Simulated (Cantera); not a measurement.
## Transport properties of process gases

Gas mixture: O2 = 0.81 (molar parts), at 100.0 Torr, frozen composition.

Cantera's kinetic-theory transport with the Lennard-Jones parameters of GRI-Mech 3.0, ideal gas; thermal conductivity in the mixture-averaged form.

| T (K) | ρ (kg/m³) | cp (J/kg/K) | μ (µPa s) | λ (mW/m/K) | Pr | D (cm²/s) H | D (cm²/s) C2H2 | D (cm²/s) OH |
|---|---|---|---|---|---|---|---|---|
| 400 | 0.128 | 941.4 | 25.6 | 33.9 | 0.713 | 16.1 | 2.13 | 4.05 |
| 600 | 0.0855 | 1003 | 34.1 | 48.2 | 0.709 | 32.6 | 4.34 | 8.07 |
| 800 | 0.0641 | 1055 | 41.4 | 61.4 | 0.710 | 53.1 | 7.10 | 13.1 |
| 1000 | 0.0513 | 1090 | 47.9 | 73.6 | 0.710 | 77.3 | 10.4 | 19.0 |
| 1200 | 0.0428 | 1114 | 54.0 | 84.9 | 0.708 | 105 | 14.1 | 25.7 |
| 1400 | 0.0366 | 1134 | 59.7 | 95.7 | 0.707 | 136 | 18.2 | 33.2 |
D: mixture-averaged diffusion coefficient of that species in the mixture.
